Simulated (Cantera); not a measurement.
## Thermodynamics of boron, boron nitride and boron oxide, feed B2O3 + N2

Feed: 1 mol B2O3, 0.26 mol N2, equilibrated at 1.40 mbar.

Cantera equilibrium calculation (NASA polynomials, part measured and part estimated; ideal gas, pure solids and liquids). Candidate condensed phases: B, BN, B2O3; 17 gas species. Kinetics and transport are ignored.

From 1650 K to 1700 K the condensed part is B2O3(l). From 1725 K to 1825 K nothing is condensed. The main B-bearing gas is B2O3 throughout.

```json
[
 {"T (K)": "1650", "x B2O3": "0.249", "x N2": "0.751", "x BO2": "0.000255", "x BO": "0.000160", "x B2O2": "4.93e-5", "x NO": "1.25e-6", "x O": "1.70e-7", "x O2": "6.02e-8", "n B2O3(l)": "0.914"},
 {"T (K)": "1675", "x B2O3": "0.375", "x N2": "0.624", "x BO2": "0.000424", "x BO": "0.000263", "x B2O2": "8.26e-5", "x NO": "1.71e-6", "x O": "3.05e-7", "x O2": "1.12e-7", "n B2O3(l)": "0.844"},
 {"T (K)": "1700", "x B2O3": "0.559", "x N2": "0.440", "x BO2": "0.000694", "x BO": "0.000427", "x B2O2": "0.000136", "x NO": "2.13e-6", "x O": "5.39e-7", "x O2": "2.03e-7", "n B2O3(l)": "0.669"},
 {"T (K)": "1725", "x B2O3": "0.792", "x N2": "0.206", "x BO2": "0.00109", "x BO": "0.000673", "x B2O2": "0.000215", "x NO": "2.13e-6", "x O": "9.30e-7", "x O2": "3.59e-7", "n B2O3(l)": "0"},
 {"T (K)": "1750", "x B2O3": "0.791", "x N2": "0.206", "x BO2": "0.00140", "x BO": "0.000908", "x B2O2": "0.000251", "x NO": "2.91e-6", "x O": "1.49e-6", "x O2": "5.59e-7", "n B2O3(l)": "0"},
 {"T (K)": "1775", "x B2O3": "0.791", "x N2": "0.206", "x BO2": "0.00178", "x BO": "0.00121", "x B2O2": "0.000291", "x NO": "3.96e-6", "x O": "2.38e-6", "x O2": "8.64e-7", "n B2O3(l)": "0"},
 {"T (K)": "1800", "x B2O3": "0.790", "x N2": "0.206", "x BO2": "0.00225", "x BO": "0.00160", "x B2O2": "0.000336", "x NO": "5.35e-6", "x O": "3.75e-6", "x O2": "1.33e-6", "n B2O3(l)": "0"},
 {"T (K)": "1825", "x B2O3": "0.789", "x N2": "0.206", "x BO2": "0.00283", "x BO": "0.00210", "x B2O2": "0.000384", "x NO": "7.19e-6", "x O": "5.86e-6", "x O2": "2.03e-6", "n B2O3(l)": "0"}
]
```
x: gas mole fraction; n: condensed amount in mol.
